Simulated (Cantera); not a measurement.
An adiabatic, constant-pressure homogeneous reactor starts with CH4 : H2 : O2 : N2 = 1 : 0.066 : 2.67 : 10.1 (molar parts), equivalence ratio 0.76, at 1350 K and 1.48 atm. Integrator tolerance rtol = 1e-08.

Computed with Cantera and GRI-Mech 3.0 (53 species, 325 reactions).

### Question
What does this change do: pressure from 1.48 atm to 5.72 atm?

### Answer
| quantity | before | after |
|---|---|---|
| time of steepest temperature rise | 2.52 ms | 0.802 ms |
| temperature at 4.00 s | 2589 K | 2647 K |
| equilibrium temperature | 2589 K | 2647 K |
| x(CH4) at 4.00 s | <1e-12 (gas-phase equilibrium <1e-12) | <1e-12 (gas-phase equilibrium <1e-12) |
| x(H2) at 4.00 s | 0.00477 (gas-phase equilibrium 0.00477) | 0.00329 (gas-phase equilibrium 0.00329) |
| x(O2) at 4.00 s | 0.0438 (gas-phase equilibrium 0.0438) | 0.0420 (gas-phase equilibrium 0.0420) |
| x(HO2) at 4.00 s | 7.09e-6 (gas-phase equilibrium 7.09e-6) | 1.12e-5 (gas-phase equilibrium 1.12e-5) |
| x(C2H4) at 4.00 s | <1e-12 (gas-phase equilibrium <1e-12) | <1e-12 (gas-phase equilibrium <1e-12) |
| x(HCN) at 4.00 s | 8.53e-11 (gas-phase equilibrium 8.53e-11) | 1.34e-10 (gas-phase equilibrium 1.34e-10) |

### Question
What does this change do: H2 0.066 to 0.043 parts?

### Answer
```tsv
quantity	before	after
time of steepest temperature rise	2.52 ms	2.94 ms
temperature at 4.00 s	2589 K	2585 K
equilibrium temperature	2589 K	2585 K
x(CH4) at 4.00 s	<1e-12 (gas-phase equilibrium <1e-12)	<1e-12 (gas-phase equilibrium <1e-12)
x(H2) at 4.00 s	0.00477 (gas-phase equilibrium 0.00477)	0.00461 (gas-phase equilibrium 0.00461)
x(O2) at 4.00 s	0.0438 (gas-phase equilibrium 0.0438)	0.0445 (gas-phase equilibrium 0.0445)
x(HO2) at 4.00 s	7.09e-6 (gas-phase equilibrium 7.09e-6)	7.07e-6 (gas-phase equilibrium 7.07e-6)
x(C2H4) at 4.00 s	<1e-12 (gas-phase equilibrium <1e-12)	<1e-12 (gas-phase equilibrium <1e-12)
x(HCN) at 4.00 s	8.53e-11 (gas-phase equilibrium 8.53e-11)	8.01e-11 (gas-phase equilibrium 8.01e-11)
```
